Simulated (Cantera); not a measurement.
Feed: 1 mol SiHCl₃, 22 mol N₂, at 160000 Pa.

These are equilibrium values from Cantera (NASA tables, ideal gas, pure condensed phases), not measurements of a reactor. Candidate condensed phases: NH₄Cl, Si, Si₃N₄; 28 gas species. N₂ is the only nitrogen source here; it is nearly inert below about 1500 K, so the nitride shown seldom forms there in practice. Rates play no part.

**Question.** What share of the Si ends up in condensed phases as a function of T (K), at 1048, 1098, 1148, 1198, 1248, 1298, 1348, 1398, 1448, 1498, 1548, 1598, 1648, 1698?

**Answer.** 
```json
[
 {"T (K)": "1048", "Si condensed (%)": "45.0", "as": "Si₃N₄(s)"},
 {"T (K)": "1098", "Si condensed (%)": "45.2", "as": "Si₃N₄(s)"},
 {"T (K)": "1148", "Si condensed (%)": "45.4", "as": "Si₃N₄(s)"},
 {"T (K)": "1198", "Si condensed (%)": "45.6", "as": "Si₃N₄(s)"},
 {"T (K)": "1248", "Si condensed (%)": "45.7", "as": "Si₃N₄(s)"},
 {"T (K)": "1298", "Si condensed (%)": "45.7", "as": "Si₃N₄(s)"},
 {"T (K)": "1348", "Si condensed (%)": "45.5", "as": "Si₃N₄(s)"},
 {"T (K)": "1398", "Si condensed (%)": "45.1", "as": "Si₃N₄(s)"},
 {"T (K)": "1448", "Si condensed (%)": "44.3", "as": "Si₃N₄(s)"},
 {"T (K)": "1498", "Si condensed (%)": "42.9", "as": "Si₃N₄(s)"},
 {"T (K)": "1548", "Si condensed (%)": "40.6", "as": "Si₃N₄(s)"},
 {"T (K)": "1598", "Si condensed (%)": "37.1", "as": "Si₃N₄(s)"},
 {"T (K)": "1648", "Si condensed (%)": "32.0", "as": "Si₃N₄(s)"},
 {"T (K)": "1698", "Si condensed (%)": "25.4", "as": "Si₃N₄(s)"}
]
```
